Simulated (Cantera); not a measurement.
A closed system holds: 1 mol Fe, 1.5 mol CO, 14 mol H₂, at 1173.15 K and 1 atm.

These are equilibrium values from Cantera (NASA tables, ideal gas, pure condensed phases), not measurements of a reactor. Candidate condensed phases: C, C₆H₆, C₇H₈, C₈H₁₈, Fe, Fe(CO)₅, FeO, Fe(OH)₂, Fe(OH)₃, Fe₂O₃, Fe₃O₄, H₂O; 114 gas species. Rates play no part.

Base state: H₂ 0.895, CO 0.0906, CH₄ 0.00704, H₂O 0.00652, CO₂ 0.000518 (mole fractions); condensed: Fe(α).

**Question.** What changes in the equilibrium state with this change: Fe replaced by Si?

**Answer.** 
```csv
species,before,after
H₂,0.895,0.981
CH₄,0.00704,0.0189
CO,0.0906,2.69e-5
CO₂,0.000518,<1e-9
H₂O,0.00652,9.46e-7
"Fe(α), mol",1.00,0
"C(graphite), mol",0,0.989
"SiC(s), mol",0,0.250
"SiO₂(β-quartz), mol",0,0.750
```
Mutual solubility and eutectic melting of coexisting phases are not modelled. The tables hold silica as quartz up to 1696 K and as liquid above; real silica turns to tridymite and cristobalite and melts near 1996 K. Further candidate phases: Si, SiC, SiO₂.
